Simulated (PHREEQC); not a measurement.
## Acid mine or pickling water (model solution)

Synthetic water in mg/L, 20 °C, pH 3.97, pe 12.6:

```
constituent               mg/L
-----------------------  -----
Na                         307
K                         39.9
Ca                        93.1
Mg                         349
Cl                         601
S(6) as SO4               1560
Zn                       0.905
O(0) (dissolved oxygen)  0.251
Cu(2)                    0.435
```

Cl is adjusted to close the charge balance.
Valence states are taken as typed.

Computed with PHREEQC (ion-association model, wateq4f.dat).

No solid was allowed to form.

### Question
Estimate the ionic strength.

### Answer
ionic strength 0.0598 mol/kgw.

### Question
In which forms is K present?

### Answer
K+ 97 %, KSO4- 2.9 % of the K.
